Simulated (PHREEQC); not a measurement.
Make-up at 25 °C: 4.6 mmol/kgw ZnCl2 and 9.5 mmol/kgw Na2SO4. Closed to the air; pH follows from the charge balance.

Model: ion-association model, phreeqc.dat, run in PHREEQC.

This is a speciation only: nothing precipitates in the calculation.

Q: Order these Zn species by the share of Zn that they hold, largest first: Zn(SO4)2-2, ZnCl+, Zn+2, ZnSO4.

A: Zn+2 (67 %), ZnSO4 (30 %), Zn(SO4)2-2 (1.9 %), ZnCl+ (0.84 %)

Q: Order these S species by the share of S that they hold, largest first: NaSO4-, ZnSO4, SO4-2, Zn(SO4)2-2.

A: SO4-2 (80 %), ZnSO4 (15 %), NaSO4- (3.8 %), Zn(SO4)2-2 (1.9 %)

The pH is 5.91 and the ionic strength 0.0356 mol/kgw.
